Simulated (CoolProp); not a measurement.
Properties of ethanol along the isotherm 9.75 °C.

Model: reference Helmholtz-energy equation of state, Schroeder 2014, in CoolProp.

| p (MPa) | phase | density (kg/m³) | cv (kJ/(kg K)) | viscosity (µPa s) | Prandtl number | fugacity coefficient |
|---|---|---|---|---|---|---|
| 0.0991 | liquid | 798.2 | 1.940 | 1470 | 20.5 | 0.03124 |
| 0.167 | liquid | 798.2 | 1.940 | 1470 | 20.5 | 0.01857 |
| 0.282 | liquid | 798.3 | 1.940 | 1470 | 20.5 | 0.01103 |
| 0.476 | liquid | 798.5 | 1.940 | 1480 | 20.5 | 0.006565 |
| 0.804 | liquid | 798.7 | 1.940 | 1480 | 20.5 | 0.003918 |
| 1.36 | liquid | 799.2 | 1.940 | 1480 | 20.6 | 0.002348 |
| 2.29 | liquid | 800.0 | 1.940 | 1490 | 20.6 | 0.001427 |
| 3.86 | liquid | 801.2 | 1.940 | 1500 | 20.7 | 0.0008795 |
| 6.52 | liquid | 803.4 | 1.939 | 1530 | 20.8 | 0.0005556 |
| 11 | liquid | 806.8 | 1.938 | 1560 | 21.0 | 0.0003673 |
| 18.6 | liquid | 812.3 | 1.938 | 1620 | 21.3 | 0.0002610 |
| 31.3 | liquid | 820.8 | 1.939 | 1720 | 21.8 | 0.0002104 |

Viscosity comes from a separate model (Kiselev 2005). Thermal conductivity comes from a separate model (Assael 2013).
